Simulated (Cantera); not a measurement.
# Equilibrium for fluorocarbon and chlorocarbon gases: C2F6 + H2

Feed: 1 mol C2F6, 2.5 mol H2, held at 45.0 mbar.

Method: chemical equilibrium by Gibbs-energy minimisation in Cantera with the NASA 1993 tables (ideal gas, pure condensed phases). Candidate condensed phases: C, C6H6, C7H8, C8H18; 95 gas species. The feed counts by its element totals alone. Gases not in the tables: C2F6 and larger saturated fluorocarbons. Kinetics and transport are ignored.

| T (°C) | log p HF | log p F | log p CF2 | log p CF4 | log p CF | log p CF3 | log p H | log p C3 | n C(graphite) |
|---|---|---|---|---|---|---|---|---|---|
| 1577 | -1.37 | -4.29 | -3.88 | -2.69 | -6.97 | -5.03 | -7.29 | -12.30 | 1.74 |
| 1627 | -1.37 | -4.06 | -3.68 | -2.70 | -6.62 | -4.87 | -7.08 | -11.68 | 1.74 |
| 1677 | -1.37 | -3.84 | -3.50 | -2.72 | -6.28 | -4.73 | -6.89 | -11.11 | 1.73 |
| 1727 | -1.37 | -3.63 | -3.32 | -2.74 | -5.97 | -4.59 | -6.70 | -10.56 | 1.73 |
| 1777 | -1.37 | -3.44 | -3.17 | -2.78 | -5.67 | -4.48 | -6.52 | -10.04 | 1.72 |
| 1827 | -1.38 | -3.26 | -3.03 | -2.83 | -5.39 | -4.38 | -6.35 | -9.54 | 1.71 |
| 1877 | -1.38 | -3.10 | -2.91 | -2.91 | -5.13 | -4.31 | -6.17 | -9.07 | 1.70 |
| 1927 | -1.38 | -2.95 | -2.81 | -3.02 | -4.89 | -4.27 | -6.00 | -8.62 | 1.69 |
| 1977 | -1.39 | -2.82 | -2.74 | -3.16 | -4.68 | -4.25 | -5.82 | -8.19 | 1.68 |
| 2027 | -1.39 | -2.70 | -2.69 | -3.34 | -4.48 | -4.28 | -5.65 | -7.78 | 1.68 |
| 2077 | -1.40 | -2.61 | -2.67 | -3.57 | -4.31 | -4.34 | -5.46 | -7.38 | 1.69 |
| 2127 | -1.40 | -2.53 | -2.68 | -3.84 | -4.15 | -4.44 | -5.27 | -7.01 | 1.70 |
| 2177 | -1.41 | -2.46 | -2.71 | -4.13 | -4.01 | -4.56 | -5.08 | -6.65 | 1.73 |
| 2227 | -1.41 | -2.40 | -2.75 | -4.45 | -3.89 | -4.71 | -4.88 | -6.30 | 1.75 |
log p: log10 of the partial pressure in bar; n: condensed amount in mol.

From 1577 °C to 2227 °C the condensed part is C(graphite). The main C-bearing gas is CF4 at 1577 °C and CF2 at 2227 °C.
